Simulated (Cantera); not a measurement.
## Catalytic stagnation flow on Pt

A jet of 4.96 % CH4, 9.91 % O2, 85.1 % N2 at 300 K and 18.0 Torr hits a platinum plate 2.9 cm away at a mass flux of 0.032 kg/m²/s; the plate temperature is set and raised in steps from an oxygen-covered start.

Detailed kinetics in Cantera: Deutschmann's 1995 Pt surface mechanism with GRI-Mech 3.0 gas chemistry. Catalytic surfaces can have several steady states; this one follows from the mechanism file's or the stated starting coverage.

```csv
plate T (K),wall x CH4,wall x O2,wall x H2O,wall x OH,wall x CO,wall x CO2,θ free Pt,θ O*
950,0.0306,0.0586,0.0355,1.51e-7,2.18e-5,0.0233,0.395,0.604
1000,0.0251,0.0469,0.0457,4.13e-7,2.57e-5,0.0301,0.489,0.511
1050,0.0206,0.0376,0.0538,9.86e-7,3.05e-5,0.0355,0.580,0.420
1100,0.0173,0.0307,0.0598,2.10e-6,3.72e-5,0.0394,0.664,0.336
1150,0.0150,0.0258,0.0639,4.06e-6,4.70e-5,0.0423,0.738,0.262
1200,0.0134,0.0225,0.0668,7.27e-6,6.17e-5,0.0441,0.800,0.199
1250,0.0123,0.0203,0.0686,1.22e-5,8.36e-5,0.0453,0.850,0.150
1300,0.0117,0.0191,0.0695,1.94e-5,0.000116,0.0460,0.888,0.112
```
x: mole fraction at the wall; θ: surface coverage.
